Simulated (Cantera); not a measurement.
A closed system holds: 1 mol SiHCl3, 0.0041 mol C3H8, 59 mol H2, equilibrated at 1.33 mbar.

These are equilibrium values from Cantera (NASA tables, ideal gas, pure condensed phases), not measurements of a reactor. Candidate condensed phases: C, C6H6, C7H8, C8H18, Si, SiC; 109 gas species. The tables' values for SiCl are old estimates; treat these amounts as uncertain. Rates play no part. All values below are at 2448 K.

Base state: H2 0.546, H 0.403, HCl 0.0251, Cl 0.0131, Si 0.0125, SiH 9.70e-5, SiCl 7.88e-5, C2H2 (acetylene) 4.45e-5 (mole fractions); condensed: gas only.

What changes in the equilibrium state with this change: SiHCl3 replaced by Si(CH3)4?


```tsv
species	before	after
H2	0.546	0.571
H	0.403	0.412
Si	0.0125	0.00973
HCl	0.0251	0
Cl	0.0131	0
SiCl	7.88e-5	0
C4H2	1.49e-9	1.76e-5
C3	1.49e-7	0.000163
C2H2 (acetylene)	4.45e-5	0.00494
C(graphite), mol	0	2.74
```
